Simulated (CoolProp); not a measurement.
Properties of n-butane at several states (Tc = 425.1 K, pc = 37.96 bar, ω = 0.201).

The numbers come from the reference Helmholtz-energy equation of state, Bücker 2006 in CoolProp.

```json
[
 {"T (K)": "547.8", "p (bar)": "4.34", "phase": "gas", "Z": "0.9844", "isothermal compressibility (1/MPa)": "2.341"},
 {"T (K)": "145.1", "p (bar)": "0.566", "phase": "liquid", "Z": "0.003759", "isothermal compressibility (1/MPa)": "0.0006110"},
 {"T (K)": "507.4", "p (bar)": "9.27", "phase": "gas", "Z": "0.9547", "isothermal compressibility (1/MPa)": "1.131"},
 {"T (K)": "365.4", "p (bar)": "19.2", "phase": "liquid", "Z": "0.07592", "isothermal compressibility (1/MPa)": "0.01019"}
]
```
